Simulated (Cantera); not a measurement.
A closed system holds: 1 mol trisilylamine, 18 mol NH3, 5.7 mol N2, equilibrated at 2023.15 K and 0.000800 bar.

Cantera equilibrium calculation (NASA polynomials, part measured and part estimated; ideal gas, pure solids and liquids). Candidate condensed phases: Si, Si3N4; 18 gas species. The feed counts by its element totals alone. The tables' values for SiN are old estimates; treat these amounts as uncertain. Gases not in the tables: Si2H6 and higher silanes. The numbers say what is thermodynamically allowed, not how fast it happens.

Base state: H2 0.592, N2 0.298, Si 0.0562, H 0.0517, SiH 0.000786, Si2 0.000485, Si2N 0.000217, SiN 0.000214 (mole fractions); condensed: gas only.

Q: What changes in the equilibrium state with this change: temperature from 2023.15 K to 1250 K?

A: 
| species | before | after |
|---|---|---|
| H2 | 0.592 | 0.705 |
| N2 | 0.298 | 0.295 |
| H | 0.0517 | 1.43e-5 |
| Si | 0.0562 | <1e-9 |
| SiH | 0.000786 | <1e-9 |
| Si2 | 0.000485 | <1e-9 |
| Si2N | 0.000217 | <1e-9 |
| Si3N4(s), mol | 0 | 1.00 |

Q: What changes in the equilibrium state with this change: temperature from 2023.15 K to 1248 K?

A: 
| species | before | after |
|---|---|---|
| H2 | 0.592 | 0.705 |
| N2 | 0.298 | 0.295 |
| H | 0.0517 | 1.39e-5 |
| Si | 0.0562 | <1e-9 |
| SiH | 0.000786 | <1e-9 |
| Si2 | 0.000485 | <1e-9 |
| Si3N4(s), mol | 0 | 1.00 |
